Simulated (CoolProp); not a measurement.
Computed with CoolProp (reference Helmholtz-energy equation of state, Kamei 1995).

Task: For R22, give the phase and the Z, cv (kJ/(kg K)), Joule-Thomson coefficient (K/MPa), conductivity (mW/(m K)) at 226.85 °C and 15 MPa.

Result: 
- 226.85 °C and 15 MPa: supercritical; Z 0.722, cv 0.815, Joule-Thomson coefficient 3.10, conductivity 40.7

Thermal conductivity comes from a separate model (McLinden 2000), an estimate that may be off by 10 % or more.
